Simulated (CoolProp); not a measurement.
The numbers come from the reference Helmholtz-energy equation of state, Tillner-Roth 1997 in CoolProp.

Task: For CH2F2 (R32), give the phase and the viscosity (µPa s) at -84.75 °C and 35.3 kPa; -57.35 °C and 48.4 kPa.

Result: 
- -84.75 °C and 35.3 kPa: liquid; viscosity 508
- -57.35 °C and 48.4 kPa: gas; viscosity 9.60

Viscosity comes from a separate model (Bell 2016), an estimate that may be off by 10 % or more.
